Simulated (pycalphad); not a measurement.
Computed with pycalphad from the COST 507 light-alloy database (1999), at 1 atm. These are 1990s assessments: newer ones move some temperatures and phases. Amounts are mole fractions of atoms. Diffusion is slow at the low end, where real alloys seldom reach equilibrium.

Problem. Give the equilibrium state of Ti-32.89Hf-0.8863B (wt.%) at 1100 K.

Solution. 
```
T = 1100.00 K, P = 101325 Pa, N = 1 mol of atoms
G = -62391 J/mol, H = 20304 J/mol, S = 75.18 J/(mol K)  (SER reference)
chemical potentials (J/mol): Ti -52572, Hf -84072, B -179351
phase             fraction      x(Ti)      x(Hf)       x(B)
BCC_A2              0.9019     0.8763     0.1230   0.000705
BM                  0.0981     0.4922     0.0078     0.5000
```

Problem. Give the equilibrium state of Ti-32.89Hf-0.8863B (wt.%) at 650 K.

Solution. 
```
T = 650.00 K, P = 101325 Pa, N = 1 mol of atoms
G = -33459 J/mol, H = 2596 J/mol, S = 55.47 J/(mol K)  (SER reference)
chemical potentials (J/mol): Ti -24712, Hf -38515, B -169691
phase             fraction      x(Ti)      x(Hf)       x(B)
HCP_A3              0.9009     0.8762     0.1237   0.000167
BM                  0.0991     0.4972     0.0028     0.5000
```

Database names, with the compositions (at.%) that they take in these runs: BM: Ti 48-50 B 50 Hf 0-2. BCC_A2 is bcc; HCP_A3 is hcp.
